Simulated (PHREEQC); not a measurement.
A solution holds 0.049 mol H2SO4, 0.014 mol CuSO4 and 0.0022 mol MgCl2 per kg of water, at 45 °C. Closed to the air; pH follows from the charge balance.

Computed with PHREEQC (ion-association model, wateq4f.dat).

Each row changes one thing in this solution. No solid was allowed to form.

| case | pH | ionic strength (mol/kgw) | HSO4- (mol/kgw) | SO4-2 (mol/kgw) | Cu+2 (mol/kgw) | CuSO4 (mol/kgw) | SI of Chalcanthite (CuSO4:5H2O) | SI of Tenorite (CuO) |
|---|---|---|---|---|---|---|---|---|
| as made | 1.35 | 0.101 | 0.0441 | 0.0137 | 0.00968 | 0.00421 | -2.16 | -6.63 |
| H2SO4 replaced by Cs2SO4 at the same molality | 4.91 | 0.173 | 4.15e-5 | 0.0540 | 0.00638 | 0.00751 | -1.91 | +0.23 |
| diluted 2-fold with water | 1.60 | 0.0554 | … | 0.00939 | 0.00487 | 0.00210 | -2.47 | -6.36 |
| H2SO4 left out | 4.62 | 0.0408 | … | 0.00862 | 0.00941 | 0.00441 | -2.15 | -0.02 |
| MgCl2 replaced by NiCl2 at the same molality | 1.36 | 0.101 | 0.0443 | 0.0139 | 0.00967 | 0.00422 | -2.16 | -6.63 |
| diluted 10-fold with water | 2.18 | 0.0144 | 0.00245 | 0.00345 | 0.00107 | 0.000327 | -3.28 | -5.73 |
| 0.026 mol/kgw HBr added | 1.21 | 0.124 | 0.0478 | 0.0112 | 0.0106 | 0.00328 | -2.27 | -6.91 |
| temperature from 45 to 80 °C | 1.42 | 0.0902 | 0.0516 | 0.00753 | 0.0107 | 0.00289 | -2.51 | -5.43 |
| temperature from 45 to 35 °C | 1.34 | 0.104 | 0.0418 | 0.0158 | 0.00944 | … | -2.08 | -7.02 |

**Question.** Complete the blanks.

**Answer.** 
- diluted 2-fold with water, HSO4- (mol/kgw): 0.0196
- H2SO4 left out, HSO4- (mol/kgw): 1.87e-5
- temperature from 45 to 35 °C, CuSO4 (mol/kgw): 0.00449

Complexes and solids missing from the database can't appear. Some of these states are supersaturated (in Atacamite, Tenorite (slow to form), for instance). Away from 25 °C the constants follow the database's enthalpies or fits; those with neither stay at their 25 °C values.
